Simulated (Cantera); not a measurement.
Input: 1 mol Si, 0.029 mol H2O, equilibrated at 10.0 Torr.

Cantera equilibrium calculation (NASA polynomials, part measured and part estimated; ideal gas, pure solids and liquids). Candidate condensed phases: H2O, Si, SiO2; 18 gas species. Mutual solubility and eutectic melting of coexisting phases are not modelled. The tables hold silica as quartz up to 1696 K and as liquid above; real silica turns to tridymite and cristobalite and melts near 1996 K. The numbers say what is thermodynamically allowed, not how fast it happens.

x: gas mole fraction; n: condensed amount in mol.

```
T (K)   x H2     x SiO       x H     x H2O  n Si(s)  n SiO2(α-quartz)  n SiO2(β-quartz)
-----  -----  --------  --------  --------  -------  ----------------  ----------------
773     1.00    <1e-12  7.86e-12    <1e-12    0.986            0.0145                 0
873     1.00  8.85e-11  4.05e-10  2.67e-11    0.986                 0            0.0145
973     1.00   1.22e-8   9.36e-9  4.92e-10    0.986                 0            0.0145
1073   1.000       ___       ___       ___    0.986                 0            0.0145
1173   1.000   1.82e-5   1.02e-6   3.63e-8    0.986                 0            0.0145
1273   1.000       ___       ___       ___    0.985                 0            0.0145
1373   0.997   0.00309   2.88e-5   7.43e-7    0.985                 0            0.0145
```

Q: What belongs in the gaps?

A: 
- 1073, x SiO: 6.67e-7
- 1073, x H: 1.21e-7
- 1073, x H2O: 5.19e-9
- 1273, x SiO: 0.000291
- 1273, x H: 6.18e-6
- 1273, x H2O: 1.86e-7
